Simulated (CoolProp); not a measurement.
Dry air at 298.15 K and 0.13 MPa flows at 0.36 m/s in a round tube of 10 mm bore and 45 µm roughness, fully developed (64/Re and Nu = 3.66 if laminar; Colebrook and Gnielinski if turbulent). Each further row changes one setting.

Values from CoolProp's reference Helmholtz-energy equation of state, Lemmon 2000. It is a pseudo-pure fit of the blend.

```
case               Reynolds number  Darcy friction factor  pressure drop (Pa/m)  heat-transfer coefficient (W/(m² K))  mass flow (kg/h)
-----------------  ---------------  ---------------------  --------------------  ------------------------------------  ----------------
as stated                      [?]                  0.216                   [?]                                  9.61               [?]
velocity 0.72 m/s              593                  0.108                   [?]                                  9.61             0.309
diameter 20 mm                 593                  0.108                 0.531                                   [?]               [?]
```

Question: Fill in the missing entries.

Answer: 
- as stated, Reynolds number: 296
- as stated, pressure drop (Pa/m): 2.13
- as stated, mass flow (kg/h): 0.155
- velocity 0.72 m/s, pressure drop (Pa/m): 4.25
- diameter 20 mm, heat-transfer coefficient (W/(m² K)): 4.80
- diameter 20 mm, mass flow (kg/h): 0.619

Viscosity comes from a separate model (Lemmon 2004). Thermal conductivity comes from a separate model (Lemmon 2004).
